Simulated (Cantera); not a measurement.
Cantera with NASA thermochemical tables; ideal gases at 1 bar, condensed phases pure. Values are per mole of reaction as written; species without (g) are pure solids or liquids, kept so even where they would boil at 1 bar.

Q: Between 1048 and 2448 K, where is each reaction favourable under standard conditions?
- 2 Ti₂O₃ + H₂(g) ⇌ 2 OH(g) + 4 TiO(g)
- H₂O(g) + Ti₂O₃ ⇌ H₂(g) + 2 TiO₂
- Ti₂O₃ + H(g) ⇌ 2 TiO(g) + OH(g)

A: 
- 2 Ti₂O₃ + H₂(g) ⇌ 2 OH(g) + 4 TiO(g): ΔG° is 2321 kJ at 1048 K and 1170 kJ at 2448 K; it stays positive (K < 1). ΔH° is 2892 kJ and ΔS° 704 J/K at 2448 K.
- H₂O(g) + Ti₂O₃ ⇌ H₂(g) + 2 TiO₂: ΔG° is -89 kJ at 1048 K and -31 kJ at 2448 K; it stays negative (K > 1). ΔH° is -105 kJ and ΔS° -30 J/K at 2448 K.
- Ti₂O₃ + H(g) ⇌ 2 TiO(g) + OH(g): ΔG° is 998 kJ at 1048 K and 505 kJ at 2448 K; it stays positive (K < 1). ΔH° is 1218 kJ and ΔS° 291 J/K at 2448 K.
